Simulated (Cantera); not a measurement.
A perfectly stirred reactor is fed with 12.8 % H₂, 41.4 % O₂, 45.6 % N₂, 0.162 % H₂O, equivalence ratio 0.15, at 100000 Pa; it is held at 1350 K, and followed from long to short residence time.

Model: the H2/O2 subset of GRI-Mech 3.0, which has no nitrogen chemistry, integrated in Cantera. The temperature is held fixed by assumption; the heat of reaction is taken as removed at once.

Predict: x(H₂) at τ = 2.10 s; x(O₂) at τ = 2.10 s; x(OH) at τ = 2.10 s; x(H) at τ = 2.10 s; x(H₂O₂) at τ = 2.10 s; x(H₂) at τ = 10.0 ms; x(O₂) at τ = 10.0 ms; x(OH) at τ = 10.0 ms; x(H) at τ = 10.0 ms; x(H₂O₂) at τ = 10.0 ms.


| Item | Result |
|---|---|
| x(H₂) at τ = 2.10 s | 1.90e-5 |
| x(O₂) at τ = 2.10 s | 0.374 |
| x(OH) at τ = 2.10 s | 0.000131 |
| x(H) at τ = 2.10 s | 1.11e-7 |
| x(H₂O₂) at τ = 2.10 s | 1.15e-7 |
| x(H₂) at τ = 10.0 ms | 0.000631 |
| x(O₂) at τ = 10.0 ms | 0.374 |
| x(OH) at τ = 10.0 ms | 0.000760 |
| x(H) at τ = 10.0 ms | 2.40e-5 |
| x(H₂O₂) at τ = 10.0 ms | 1.35e-6 |
